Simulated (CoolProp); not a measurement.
Carbon monoxide along the isotherm 151 K: fugacity coefficient from the reference equation and from simpler models built on Tc = 132.9 K, pc = 3.498 MPa, ω = 0.050; each cubic takes its own stable root.

The numbers come from the reference Helmholtz-energy equation of state, Lemmon 2006 in CoolProp. It is a short technical equation, of lower accuracy than the large ones.

```
p (MPa)          phase  reference  van der Waals  Redlich-Kwong  Soave-Redlich-Kwong  Peng-Robinson
-------  -------------  ---------  -------------  -------------  -------------------  -------------
0.0166             gas     0.9989         0.9990         0.9989               0.9989         0.9987
0.0268             gas     0.9983         0.9983         0.9982               0.9982         0.9980
0.0433             gas     0.9972         0.9973         0.9971               0.9971         0.9967
0.07               gas     0.9954         0.9957         0.9953               0.9954         0.9947
0.113              gas     0.9927         0.9930         0.9925               0.9926         0.9915
0.183              gas     0.9881         0.9887         0.9878               0.9880         0.9862
0.295              gas     0.9809         0.9818         0.9804               0.9806         0.9779
0.477              gas     0.9692         0.9706         0.9683               0.9688         0.9644
0.77               gas     0.9505         0.9526         0.9492               0.9499         0.9429
1.24               gas     0.9208         0.9239         0.9188               0.9200         0.9092
2.01               gas     0.8731         0.8772         0.8701               0.8720         0.8558
3.25               gas     0.7984         0.8022         0.7941               0.7973         0.7742
5.25     supercritical     0.6832         0.6792         0.6779               0.6835         0.6541
```
